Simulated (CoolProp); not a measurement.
A single-stage vapour-compression cycle with the fluid: evaporating at 296.15 K (dew point), condensing at 330.15 K (bubble point), superheat 2 K, subcooling 5 K, compressor efficiency 0.8, no pressure losses. The same conditions are run with several fluids, on thermodynamics alone (safety and materials aside).

The numbers come from the reference Helmholtz-energy equation of state of each fluid (R115: Lemmon 2016; propyne: Polt 1992; R245ca: Zhou 2016; trans-2-butene: Lemmon 2005; n-perfluoropentane: Gao 2022; R227EA: Lemmon 2016) in CoolProp. The equations of Platzer and Polt are older, rougher fits.

```tsv
fluid	cooling COP	pressure ratio	discharge temperature (K)	refrigerating effect (kJ/kg)	volumetric capacity (kJ/m³)
R115	[?]	2.25	331.6	[?]	[?]
propyne	6.22	2.45	[?]	401	3970
R245ca	6.25	[?]	[?]	167	867
trans-2-butene	6.25	2.63	335.9	317	[?]
n-perfluoropentane	5.65	3.16	330.2	63.0	613
R227EA	[?]	2.56	330.2	79.0	2660
```

**Question.** Complete the blanks.

**Answer.** 
- R115, cooling COP: 5.11
- R115, refrigerating effect (kJ/kg): 63.4
- R115, volumetric capacity (kJ/m³): 4190
- propyne, discharge temperature (K): 348.2
- R245ca, pressure ratio: 3.23
- R245ca, discharge temperature (K): 331.0
- trans-2-butene, volumetric capacity (kJ/m³): 1690
- R227EA, cooling COP: 5.55

The compression ends wet for: n-perfluoropentane; R227EA.
